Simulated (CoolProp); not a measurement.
Vapour pressure (MPa) of n-butane: the reference equation beside estimates from Tc = 152.0 °C, pc = 3.796 MPa, ω = 0.201. Clausius-Clapeyron is anchored at 53.05 °C with a constant enthalpy of vaporisation of 19.19 kJ/mol.

Values from CoolProp's reference Helmholtz-energy equation of state, Bücker 2006.

```tsv
T (°C)	reference	Clausius-Clapeyron	van der Waals	Redlich-Kwong
53.05	0.5364	0.5364	1.196	0.6885
65.75	0.7328	0.6992	1.432	0.9103
78.45	0.9780	0.8942	1.694	1.177
91.25	1.282	1.126	1.987	1.496
103.95	1.647	1.394	2.308	1.864
116.65	2.084	1.701	2.658	2.290
129.35	2.605	2.050	3.039	2.774
142.05	3.225	2.443	3.451	3.322
```

Absolute difference from the reference over all 8 rows, mean and median: Clausius-Clapeyron 13.1 and 13.8 %, van der Waals 54.7 and 47.6 %, Redlich-Kwong 15.3 and 14.9 %.
